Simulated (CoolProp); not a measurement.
500 sccm (0 °C, 1 atm) of nitrogen bubbles through liquid benzene at 296.5 K and leaves saturated at a total pressure of 0.15 MPa (ideal gas phase). Each further row changes one setting.

Values from CoolProp's reference Helmholtz-energy equation of state, Thol 2012.

```json
[
 {"case": "as stated", "vapour pressure (kPa)": "11.8", "mole fraction of vapour": "0.0784", "delivery (mg/min)": "?", "delivery (sccm)": "?", "change of delivery for a bath 1 K warmer (%)": "5.2"},
 {"case": "bath temperature 301.5 K", "vapour pressure (kPa)": "?", "mole fraction of vapour": "?", "delivery (mg/min)": "191", "delivery (sccm)": "?", "change of delivery for a bath 1 K warmer (%)": "5.1"},
 {"case": "total pressure 0.3 MPa", "vapour pressure (kPa)": "11.8", "mole fraction of vapour": "?", "delivery (mg/min)": "?", "delivery (sccm)": "20.4", "change of delivery for a bath 1 K warmer (%)": "5.0"}
]
```

Fill in the missing entries.


- as stated, delivery (mg/min): 148
- as stated, delivery (sccm): 42.5
- bath temperature 301.5 K, vapour pressure (kPa): 14.8
- bath temperature 301.5 K, mole fraction of vapour: 0.0986
- bath temperature 301.5 K, delivery (sccm): 54.7
- total pressure 0.3 MPa, mole fraction of vapour: 0.0392
- total pressure 0.3 MPa, delivery (mg/min): 71.1
